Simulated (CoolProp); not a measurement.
Vapour-liquid equilibrium of o-xylene (1) + n-nonane (2) at 400.2 K; x and y are mole fractions of (1).

The numbers come from the multi-fluid Helmholtz-energy mixture model, Zhou 2012 and Lemmon 2006; pair parameters Bell 2016 in CoolProp.

```csv
x,bubble pressure (kPa),y at the bubble point,dew pressure at overall composition x (kPa),liquid density (mol/L)
0.05,52.77,0.069,52.47,5.002
0.125,54.32,0.165,53.68,?
0.2,55.76,0.253,54.90,5.284
0.275,57.08,0.335,56.12,5.435
0.35,58.27,0.411,57.32,5.594
0.425,59.33,0.482,58.49,?
0.5,60.25,0.550,59.58,5.938
0.575,61.03,0.616,?,6.124
0.65,61.68,0.680,61.39,6.321
0.725,?,0.744,62.04,6.529
0.8,62.52,0.810,62.48,6.749
0.875,62.70,0.877,62.70,6.982
0.95,62.70,0.949,62.70,7.230
```

Q: Fill in the missing entries.

A: 
- 0.125, liquid density (mol/L): 5.140
- 0.425, liquid density (mol/L): 5.762
- 0.575, dew pressure at overall composition x (kPa): 60.56
- 0.725, bubble pressure (kPa): 62.18

y crosses x between x = 0.875 and 0.95: the model has an azeotrope there.

Pair parameters are fitted to limited data, so mixtures are less certain than the pure fluids.
